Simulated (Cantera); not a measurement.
A perfectly stirred reactor is fed with H2 : O2 = 0.2 : 1 (molar parts), at 0.0132 atm; it is held at 900 K, and followed from long to short residence time.

Computed with Cantera and the H2/O2 subset of GRI-Mech 3.0, which has no nitrogen chemistry. Radical loss at walls, strong at low pressure, is not modelled. Below about 950 K walls govern HO2 and H2O2 in real vessels. The temperature is held fixed by assumption; the heat of reaction is taken as removed at once.

Problem. What does this change do: H2 0.2 to 0.88 parts?

Solution. 
```tsv
quantity	before	after
x(H2) at τ = 1.20 s	0.00247	0.00727
x(O2) at τ = 1.20 s	0.818	0.391
x(H) at τ = 1.20 s	0.000188	0.000499
x(H2O2) at τ = 1.20 s	3.52e-7	8.75e-7
x(OH) at τ = 1.20 s	0.000330	0.000437
x(H2) at τ = 55.0 ms	0.0129	0.0378
x(O2) at τ = 55.0 ms	0.814	0.397
x(H) at τ = 55.0 ms	0.00382	0.0102
x(H2O2) at τ = 55.0 ms	4.91e-7	8.25e-7
x(OH) at τ = 55.0 ms	0.00127	0.00165
```
